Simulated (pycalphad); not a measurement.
All values are pycalphad results on the COST 507 light-alloy database (1999) (1 atm), not direct measurements. The database dates from 1999; later assessments differ in places, in temperatures and in the compounds included. Amounts are mole fractions of atoms. Kinetics are ignored, which matters at the lower temperatures.

**Question.** Give the equilibrium state of Si-0.7Mg (at.%) at 327 °C.

**Answer.** diamond (Si), fraction 0.990, with no Mg at.%; MG2SI, fraction 0.011, with 66.7 Mg at.%.

**Question.** Give the equilibrium state of Si-0.7Mg (at.%) at 977 °C.

**Answer.** diamond (Si), fraction 0.984, with no Mg at.%; liquid, fraction 0.016, with 44.3 Mg at.%.

Database names, with the compositions (at.%) that they take in these runs: MG2SI: Mg 67 Si 33. An entry "none" or "no" means that the model of the phase leaves that element out.
